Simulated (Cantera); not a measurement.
## SiC + C + H2 (sublimation and decomposition of ceramics)

A closed system holds: 1 mol SiC, 0.23 mol C, 0.099 mol H2, at 13300 Pa.

Cantera equilibrium calculation (NASA polynomials, part measured and part estimated; ideal gas, pure solids and liquids). Candidate condensed phases: C, C6H6, C7H8, C8H18, Si, SiC; 87 gas species. Gases not in the tables: Si2H6 and higher silanes. Kinetics and transport are ignored.

| T (K) | x H2 | x H | x C2H2 (acetylene) | x CH4 | x Si | x SiH | x SiH2 | x CH3 | n C(graphite) | n SiC(s) |
|---|---|---|---|---|---|---|---|---|---|---|
| 1623 | 1.000 | 0.000189 | 3.48e-5 | 0.000198 | 1.33e-8 | 9.77e-9 | 7.35e-8 | 7.61e-7 | 0.230 | 1.00 |
| 1673 | 0.999 | 0.000312 | 5.69e-5 | 0.000162 | 4.19e-8 | 2.58e-8 | 1.47e-7 | 1.03e-6 | 0.230 | 1.00 |
| 1723 | 0.999 | 0.000499 | 9.04e-5 | 0.000134 | 1.23e-7 | 6.45e-8 | 2.83e-7 | 1.36e-6 | 0.230 | 1.00 |
| 1773 | 0.999 | 0.000779 | 0.000140 | 0.000112 | 3.39e-7 | 1.53e-7 | 5.24e-7 | 1.77e-6 | 0.230 | 1.00 |
| 1823 | 0.999 | 0.00119 | 0.000211 | 9.48e-5 | 8.86e-7 | 3.45e-7 | 9.37e-7 | 2.27e-6 | 0.230 | 1.00 |
| 1873 | 0.998 | 0.00177 | 0.000311 | 8.09e-5 | 2.20e-6 | 7.46e-7 | 1.62e-6 | 2.88e-6 | 0.230 | 1.00 |
| 1923 | 0.997 | 0.00258 | 0.000450 | 6.96e-5 | 5.19e-6 | 1.55e-6 | 2.74e-6 | 3.60e-6 | 0.230 | 1.000 |
| 1973 | 0.996 | 0.00369 | 0.000638 | 6.03e-5 | 1.17e-5 | 3.09e-6 | 4.48e-6 | 4.44e-6 | 0.230 | 1.000 |
| 2023 | 0.994 | 0.00519 | 0.000888 | 5.26e-5 | 2.55e-5 | 5.96e-6 | 7.16e-6 | 5.42e-6 | 0.230 | 1.000 |
| 2073 | 0.991 | 0.00717 | 0.00122 | 4.62e-5 | 5.32e-5 | 1.11e-5 | 1.12e-5 | 6.54e-6 | 0.230 | 1.000 |
| 2123 | 0.988 | 0.00977 | 0.00164 | 4.07e-5 | 0.000107 | 2.01e-5 | 1.71e-5 | 7.81e-6 | 0.230 | 1.000 |
x: gas mole fraction; n: condensed amount in mol.

From 1623 K to 2123 K the condensed part is C(graphite) + SiC(s). The main Si-bearing gas is SiH2 at 1623 K and Si at 2123 K.
